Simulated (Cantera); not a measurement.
A perfectly stirred reactor is fed with 3.59 % CO, 0.538 % H2, 5.02 % CH4, 18.6 % O2, 70.0 % N2, 2.26 % H2O, at 1.00 bar; it is adiabatic with a 475 K inlet, and is followed from long to short residence time, starting on the burning branch (τ in s: 0.099, 0.055, 0.031, 0.017, 0.0094, 0.0052, 0.0029, 0.0016, 0.00089, 0.00049, 0.00027, 0.00015, 8.4e-05).

Model: GRI-Mech 3.0 (53 species, 325 reactions), integrated in Cantera.

Problem. Predict: blow-out, bracketed by the residence times tried; x(CO) at τ = 99.0 ms; x(H2) at τ = 99.0 ms; x(CH4) at τ = 99.0 ms; x(H2O) at τ = 99.0 ms; x(CO) at τ = 2.90 ms; x(H2) at τ = 2.90 ms; x(CH4) at τ = 2.90 ms; x(C2H2) at τ = 2.90 ms; x(H2O) at τ = 2.90 ms.

Solution. 
| Item | Result |
|---|---|
| blow-out, bracketed by the residence times tried | burning at 0.150 ms, out at 84.0 µs |
| x(CO) at τ = 99.0 ms | 0.000705 |
| x(H2) at τ = 99.0 ms | 0.000198 |
| x(CH4) at τ = 99.0 ms | 5.70e-6 |
| x(H2O) at τ = 99.0 ms | 0.130 |
| x(CO) at τ = 2.90 ms | 0.00574 |
| x(H2) at τ = 2.90 ms | 0.00150 |
| x(CH4) at τ = 2.90 ms | 5.81e-5 |
| x(C2H2) at τ = 2.90 ms | 2.63e-9 |
| x(H2O) at τ = 2.90 ms | 0.126 |
